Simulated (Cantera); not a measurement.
A Cantera script and its output.

```python
import numpy as np
import cantera as ct

gas = ct.Solution("gri30.yaml")
gas.TPX = 450, 500000, {'CH4': 1, 'C2H6': 0.87, 'C3H8': 0.33, 'O2': 5.77, 'N2': 21.7}
flame = ct.FreeFlame(gas, width=0.013)
flame.set_refine_criteria(ratio=3, slope=0.08, curve=0.16)
flame.transport_model = "mixture-averaged"
flame.solve(loglevel=0, auto=True)
z, T = flame.grid, flame.T
thick = (T[-1] - T[0]) / np.gradient(T, z).max()
show = ['CH4', 'C2H6', 'C3H8', 'H2', 'OH', 'CH3']
print(f"laminar burning velocity  {flame.velocity[0] * 100:.3f} cm/s")
print(f"burnt temperature         {T[-1]:.1f} K")
print(f"thermal thickness         {thick * 1e3:.4f} mm")
print(f"grid points               {len(z)}")
z0 = z[flame.heat_release_rate.argmax()]
print(f"{'z/mm':>9s}{'T/K':>9s}{'u/(m/s)':>9s}" + "".join(f"{s:>11s}" for s in show))
rows = []
for k in (-3, -2, -1.5, -1, -0.5, -0.25, 0, 0.25, 0.5, 1, 2, 4, 8):
    zz = z0 + k * thick
    rows.append([k * thick, np.interp(zz, z, T), np.interp(zz, z, flame.velocity),
                 *(np.interp(zz, z, flame.X[gas.species_index(s)]) for s in show)])
    print(f"{rows[-1][0] * 1e3:9.3f}{rows[-1][1]:9.1f}{rows[-1][2]:9.3f}" + "".join(f"{x:11.3e}" for x in rows[-1][3:]))
```

Result:

```
laminar burning velocity  52.205 cm/s
burnt temperature         2311.8 K
thermal thickness         0.0934 mm
grid points               147
     z/mm      T/K  u/(m/s)        CH4       C2H6       C3H8         H2         OH        CH3
   -0.280    450.7    0.524  3.363e-02  2.927e-02  1.111e-02  1.716e-03  9.287e-14  3.620e-11
   -0.187    454.4    0.529  3.345e-02  2.919e-02  1.108e-02  4.253e-03  2.913e-12  2.861e-10
   -0.140    468.3    0.547  3.306e-02  2.902e-02  1.104e-02  7.246e-03  7.073e-11  2.104e-09
   -0.093    561.7    0.663  3.116e-02  2.793e-02  1.079e-02  1.289e-02  1.210e-08  1.363e-07
   -0.047   1039.3    1.260  2.268e-02  1.856e-02  7.519e-03  2.114e-02  1.148e-05  1.418e-04
   -0.023   1479.5    1.832  1.443e-02  7.169e-03  2.434e-03  2.505e-02  1.594e-04  1.375e-03
    0.000   1878.2    2.355  4.666e-03  3.573e-04  3.928e-05  2.544e-02  1.481e-03  1.751e-03
    0.023   2059.6    2.578  4.985e-04  1.169e-06  8.245e-09  2.188e-02  4.147e-03  3.241e-04
    0.047   2121.2    2.644  2.993e-05  2.630e-09  2.561e-13  1.995e-02  5.459e-03  2.468e-05
    0.093   2179.1    2.701  1.570e-07  1.124e-13  6.679e-20  1.957e-02  5.320e-03  1.533e-07
    0.187   2233.8    2.760  4.651e-11  2.578e-19  2.990e-28  1.920e-02  4.168e-03  5.212e-11
    0.374   2275.0    2.805  1.078e-13  1.721e-23  3.686e-35  1.857e-02  2.826e-03  1.688e-13
    0.747   2298.4    2.830  1.384e-13  8.367e-26  2.307e-37  1.818e-02  1.776e-03  1.493e-13
```

Detailed kinetics in Cantera: GRI-Mech 3.0 (53 species, 325 reactions). GRI-Mech 3.0 was tuned for natural gas; its chemistry of propane as a main component is partial and can be far from experiment. Burning velocities carry a grid error of a few per cent, more on coarse grids.
